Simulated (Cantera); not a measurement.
## Ignition delay

Mixture: CO : H2 : O2 : N2 : H2O = 1 : 0.052 : 0.405 : 1.05 : 0.38 (molar parts), at 1.18 atm, adiabatic and at constant volume. Ignition delay is the time to a rise of 400 K.

Computed with Cantera and GRI-Mech 3.0 (53 species, 325 reactions). Below about 950 K walls govern HO2 and H2O2 in real vessels.

| T0 (K) | delay (ms) |
|---|---|
| 850 | 505 |
| 900 | 92.1 |
| 950 | 19.5 |
| 1000 | 4.29 |
| 1050 | 0.994 |
| 1100 | 0.351 |
| 1150 | 0.184 |

```json
{
 "apparent activation energy between 1050 and 1150 K": "170 kJ/mol"
}
```
